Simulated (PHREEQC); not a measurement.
Make-up at 25 °C: 43 mmol/kgw NaHF2 and 0.0036 mmol/kgw CO2. Closed to the air; pH follows from the charge balance.

The numbers come from PHREEQC with the ion-association model, phreeqc.dat.

Precipitation was switched off in this run.

Task: What pH does the model give?

Result: pH 3.10.

Task: In which forms is Na present?

Result: Na+ 99 %, NaF 1.5 % of the Na.
